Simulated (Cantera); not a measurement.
Input (Python, Cantera):

```python
import numpy as np
import cantera as ct

gas = ct.Solution("gri30.yaml")
gas.TPX = 1325, 6900, {'N2O': 1, 'H2O': 0.0051}
inlet = ct.Reservoir(gas, clone=True)

reactor = ct.IdealGasConstPressureReactor(gas, energy="off", clone=False)
exhaust = ct.Reservoir(gas, clone=True)
tau = [3, 1.2, 0.45, 0.17, 0.067, 0.026, 0.01, 0.0039, 0.0015, 0.00058][0]
for a, b in ((inlet, reactor), (reactor, exhaust)):
    ct.MassFlowController(a, b, mdot=lambda t: reactor.mass / tau)
net = ct.ReactorNet([reactor])
show = ['N2O', 'H2O', 'OH', 'O2', 'H2O2', 'N2']

rows = []
print(f"{'tau/s':>10s}{'T/K':>9s}" + "".join(f"{s:>11s}" for s in show))
for tau in [3, 1.2, 0.45, 0.17, 0.067, 0.026, 0.01, 0.0039, 0.0015, 0.00058]:
    net.initial_time = 0.0
    net.advance(30 * tau)
    before = gas.X
    net.advance(40 * tau)
    drift = np.max(np.abs(gas.X - before) / (gas.X + 1e-9))
    rows.append([gas.T, *gas[show].X, drift])
    print(f"{tau:10.3e}{gas.T:9.1f}" + "".join(f"{x:11.3e}" for x in gas[show].X))
```

Result:

```
     tau/s      T/K        N2O        H2O         OH         O2       H2O2         N2
 3.000e+00   1325.0  3.776e-01  4.016e-03  2.412e-05  1.757e-01  5.373e-10  3.820e-01
 1.200e+00   1325.0  5.991e-01  4.391e-03  2.498e-05  1.124e-01  6.213e-10  2.447e-01
 4.500e-01   1325.0  7.964e-01  4.726e-03  2.483e-05  5.624e-02  8.325e-10  1.227e-01
 1.700e-01   1325.0  9.090e-01  4.917e-03  2.298e-05  2.424e-02  1.614e-09  5.310e-02
 6.700e-02   1325.0  9.591e-01  5.003e-03  1.956e-05  1.005e-02  3.961e-09  2.213e-02
 2.600e-02   1325.0  9.807e-01  5.041e-03  1.491e-05  3.971e-03  8.979e-09  8.775e-03
 1.000e-02   1325.0  9.894e-01  5.058e-03  9.782e-06  1.530e-03  1.370e-08  3.389e-03
 3.900e-03   1325.0  9.928e-01  5.067e-03  5.349e-06  5.914e-04  8.749e-09  1.315e-03
 1.500e-03   1325.0  9.941e-01  5.071e-03  2.535e-06  2.220e-04  1.432e-09  4.996e-04
 5.800e-04   1325.0  9.946e-01  5.073e-03  1.118e-06  8.104e-05  9.108e-11  1.882e-04
```

Computed with Cantera and GRI-Mech 3.0 (53 species, 325 reactions). GRI-Mech 3.0 was tuned for natural gas; its chemistry of N2O as a main component is partial and can be far from experiment. The mechanism lacks the step 2 NO + O2 → 2 NO2, which can matter for NO2 below about 1400 K. The temperature is held fixed by assumption; the heat of reaction is taken as removed at once.
